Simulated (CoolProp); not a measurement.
The numbers come from the reference Helmholtz-energy equation of state, Lemmon 2016 in CoolProp.

### Question
Give the vapour pressure (MPa), liquid cp (kJ/(kg K)), vapour Z of saturated R365MFC at 67.95 °C.

### Answer
```
T (°C)  p (MPa)  liquid cp (kJ/(kg K))  vapour Z
------  -------  ---------------------  --------
67.95     0.250                   1.47     0.914
```
